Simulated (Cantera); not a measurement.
Charge: 1 mol SiHCl₃, 0.13 mol C₃H₈, 1100 mol H₂, 0.043 mol C₂H₂, at 1950 K.

These are equilibrium values from Cantera (NASA tables, ideal gas, pure condensed phases), not measurements of a reactor. Candidate condensed phases: C, C₆H₆, C₇H₈, C₈H₁₈, Si, SiC; 109 gas species. Mutual solubility and eutectic melting of coexisting phases are not modelled. Gases not in the tables: Si₂H₆ and higher silanes. The numbers say what is thermodynamically allowed, not how fast it happens.

Which condensed phases are stable at each of these points (P (Pa)): 100, 320, 1000, 3200, 10000, 32000, 100000?


```
P (Pa)  condensed phases  Si condensed (%)
------  ----------------  ----------------
100             gas only               0.0
320               SiC(s)              15.4
1000              SiC(s)              39.6
3200              SiC(s)              45.5
10000     Si(l) + SiC(s)              54.0
32000     Si(l) + SiC(s)              76.4
100000    Si(l) + SiC(s)              84.0
```

At 100 Pa nothing is condensed. From 320 Pa to 3200 Pa the condensed part is SiC(s). From 10000 Pa to 100000 Pa the condensed part is Si(l) + SiC(s).
